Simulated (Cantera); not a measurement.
# Pyrogenic steam for wet oxidation

An isothermal, constant-pressure homogeneous reactor starts with 20.8 % H₂, 20.8 % O₂, 58.3 % N₂, at 1275 K and 0.188 atm.

Computed with Cantera and the H2/O2 subset of GRI-Mech 3.0, which has no nitrogen chemistry. The temperature is held fixed by assumption; the heat of reaction is taken as removed at once.

| t (s) | x H₂ | x O₂ | x H₂O | x H₂O₂ | x HO₂ |
|---|---|---|---|---|---|
| 0.000700 | 0.00556 | 0.116 | 0.219 | 2.46e-6 | 2.28e-5 |
| 0.00164 | 0.000907 | 0.116 | 0.230 | 1.34e-6 | 1.35e-5 |
| 0.00383 | 0.000130 | 0.116 | 0.232 | 4.75e-7 | 3.93e-6 |
| 0.00895 | 2.39e-5 | 0.116 | 0.232 | 1.65e-7 | 9.63e-7 |
| 0.0209 | 5.93e-6 | 0.116 | 0.232 | 6.13e-8 | 2.78e-7 |
| 0.0489 | 1.84e-6 | 0.116 | 0.233 | 2.42e-8 | 9.54e-8 |
| 0.114 | 6.57e-7 | 0.116 | 0.233 | 1.00e-8 | 3.97e-8 |
| 0.268 | 2.65e-7 | 0.116 | 0.233 | 4.44e-9 | 2.26e-8 |
| 0.626 | 1.29e-7 | 0.116 | 0.233 | 2.28e-9 | 1.89e-8 |
| 1.46 | 9.12e-8 | 0.116 | 0.233 | 1.63e-9 | 1.89e-8 |
| 3.42 | 8.70e-8 | 0.116 | 0.233 | 1.56e-9 | 1.90e-8 |
| 8.00 | 8.69e-8 | 0.116 | 0.233 | 1.56e-9 | 1.90e-8 |
x: mole fraction; the columns are a selection and need not sum to one.

Equilibrium at this temperature and pressure: H₂ 8.69e-8, O₂ 0.116, H₂O 0.233, H₂O₂ 1.56e-9, HO₂ 1.90e-8 (gas phase only).
